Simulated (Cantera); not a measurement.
An isothermal, constant-pressure homogeneous reactor starts with 0.596 % H2, 76.5 % O2, 22.9 % N2, equivalence ratio 0.0039, at 1175 K and 20.0 Torr.

Model: the H2/O2 subset of GRI-Mech 3.0, which has no nitrogen chemistry, integrated in Cantera. Radical loss at walls, strong at low pressure, is not modelled.

x: mole fraction; the columns are a selection and need not sum to one.

```
t (s)         x H2   x O2     x H2O      x OH       x O
--------  --------  -----  --------  --------  --------
0.000100   0.00596  0.765  5.02e-11  3.58e-10  3.83e-10
0.000464   0.00596  0.765   1.99e-9   3.00e-9   3.83e-9
0.00215    0.00596  0.765   2.71e-7   1.74e-7   2.56e-7
0.0100    0.000146  0.760   0.00535  0.000644   0.00454
0.0464     1.26e-5  0.761   0.00575  0.000334   0.00292
0.215      2.99e-6  0.763   0.00589  0.000164  0.000691
1.00             ?  0.764   0.00596         ?         ?
4.64       2.07e-8  0.764   0.00597   1.41e-5   4.99e-6
21.5             ?  0.764   0.00598         ?         ?
100       4.45e-10  0.764   0.00598   2.11e-6   1.11e-7
```

Q: What belongs in the gaps?

A: 
- 1.00, x H2: 2.70e-7
- 1.00, x OH: 5.01e-5
- 1.00, x O: 6.35e-5
- 21.5, x H2: 2.29e-9
- 21.5, x OH: 4.74e-6
- 21.5, x O: 5.62e-7
